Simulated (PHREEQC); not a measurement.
**Geothermal or formation water: an equilibrium model**

A made-up water analysis in mmol/kgw, 55 °C, pH 6.58, pe -0.6:

```
constituent           mmol/kgw
--------------------  --------
Na                         244
K                      0.00497
Ca                        15.2
Mg                        67.5
Cl                         372
S(6)                        27
Alkalinity (meq/kgw)       2.7
Si                         1.5
```

Valence states are taken as typed.

All values are PHREEQC results (ion-association model, phreeqc.dat), not measurements.

This is a speciation only: nothing precipitates in the calculation.

### Question
What ionic strength, specific conductance does the model give?

### Answer
ionic strength 0.466 mol/kgw; specific conductance 58500 µS/cm.

### Question
In which forms is S present?

### Answer
MgSO4 47 %, SO4-2 38 %, NaSO4- 11 %, CaSO4 4.8 % of the S.

Examples of supersaturated solids here: Quartz (slow to form), Chalcedony (slow to form). Others may be too. Complexes and solids missing from the database can't appear. At this temperature some constants are extrapolated from 25 °C, and those without enthalpy data are left unchanged.
